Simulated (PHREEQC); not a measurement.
A PHREEQC input (ion-association model, phreeqc.dat):

```
SOLUTION 1
  temp 25
  units mg/L
  pH 6.43
  pe 12.6
  Na 0.257
  K 0.00102
  Ca 0.117
  Mg 0.0187
  Cl 0.0894 charge
  Li 0.1 charge
  S(6) 0.458 as SO4
  Alkalinity 0.372 as HCO3
  Zn 0.00549
  Cu(2) 0.00063
END
USE solution 1
EQUILIBRIUM_PHASES 1
  Quartz 0 0.5
  CO2(g) -3.4 10
END
```

It stops with these messages:

```
ERROR: Charge balance specified for more than one species.
ERROR: Program terminating due to input errors.
```

The fault: two constituents marked charge. The line should read `Cl 0.0894` where the input has `Cl 0.0894 charge / Li 0.1 charge`. With the mend the run ends at pH 6.06 and ionic strength 2.79e-5 mol/kgw.
